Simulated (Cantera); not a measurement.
Input: 1 mol Si3N4, 8.4 mol N2, at 2298.15 K and 1 atm.

Method: chemical equilibrium by Gibbs-energy minimisation in Cantera with the NASA 1993 tables (ideal gas, pure condensed phases). Candidate condensed phases: Si, Si3N4; 7 gas species. The tables' values for SiN are old estimates; treat these amounts as uncertain. Kinetics and transport are ignored.

Base state: N2 0.999, Si 0.000905, Si2N 0.000131, SiN 0.000128, Si2 1.74e-5 (mole fractions); condensed: Si(l).

Q: What changes in the equilibrium state with this change: pressure from 1 atm to 1.70 mbar?

A: 
```json
[
 {"species": "N2", "before": "0.999", "after": "0.778"},
 {"species": "Si", "before": "0.000905", "after": "0.219"},
 {"species": "Si2", "before": "1.74e-5", "after": "0.00171"},
 {"species": "Si3", "before": "3.26e-6", "after": "0.000130"},
 {"species": "SiN", "before": "0.000128", "after": "0.00112"},
 {"species": "Si2N", "before": "0.000131", "after": "0.000464"},
 {"species": "Si(l), mol", "before": "2.99", "after": "0"}
]
```
